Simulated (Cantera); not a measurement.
Gas mixture: CH₄ : CO : C₂H₆ = 0.95 : 0.82 : 0.75 (molar parts), at 0.00395 atm, frozen composition.

Cantera's kinetic-theory transport with the Lennard-Jones parameters of GRI-Mech 3.0, ideal gas; thermal conductivity in the mixture-averaged form. The composition is frozen, though it would react at the higher temperatures.

D: mixture-averaged diffusion coefficient of that species in the mixture.

| T (K) | ρ (kg/m³) | cp (J/kg/K) | μ (µPa s) | λ (mW/m/K) | Pr | D (cm²/s) CH₄ | D (cm²/s) H₂O | D (cm²/s) O |
|---|---|---|---|---|---|---|---|---|
| 400 | 0.00290 | ? | 15.9 | 39.2 | 0.744 | 79.5 | 87.3 | 122 |
| 500 | 0.00232 | ? | 18.9 | 52.1 | 0.759 | 118 | 134 | 180 |
| 600 | 0.00193 | ? | 21.7 | 65.5 | 0.774 | 163 | 189 | 246 |
| 700 | 0.00166 | 2565 | 24.3 | 79.1 | 0.786 | 212 | 251 | 319 |
| 800 | 0.00145 | 2764 | 26.7 | 92.7 | 0.795 | 267 | 320 | 400 |
| 900 | 0.00129 | 2941 | 28.9 | 106 | 0.801 | 326 | 395 | 487 |
| 1000 | 0.00116 | 3113 | 31.1 | 119 | 0.811 | 389 | 477 | 581 |
| 1100 | 0.00105 | 3257 | 33.2 | 132 | 0.816 | 457 | 564 | 682 |

What belongs in the gaps?


- 400, cp (J/kg/K): 1834
- 500, cp (J/kg/K): 2089
- 600, cp (J/kg/K): 2338
